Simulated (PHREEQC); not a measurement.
Make-up at 20 °C: 0.025 mol/kgw ZnCl2. It is in equilibrium with CO2 at log p = 0 (atm). Otherwise closed; pH follows from the charge balance.

The numbers come from PHREEQC with the ion-association model, wateq4f.dat.

```
Quantity                 Value
--------------  --------------
pH                        3.70
ionic strength  0.0727 mol/kgw
```

```csv
species,molality,activity,log γ
Cl-,0.0488,0.0385,-0.103
CO2,0.0385,0.0392,0.007
Zn+2,0.0237,0.0104,-0.356
ZnCl+,0.00109,0.000866,-0.101
H+,0.000236,0.000198,-0.076
ZnHCO3+,0.000134,0.000108,-0.096
HCO3-,0.000101,8.19e-5,-0.092
ZnCl2,3.36e-5,3.42e-5,0.007
ZnCl3-,1.81e-6,1.43e-6,-0.101
ZnOHCl,6.60e-8,6.71e-8,0.007
```

This is a speciation only: nothing precipitates in the calculation. Complexes and solids missing from the database can't appear.
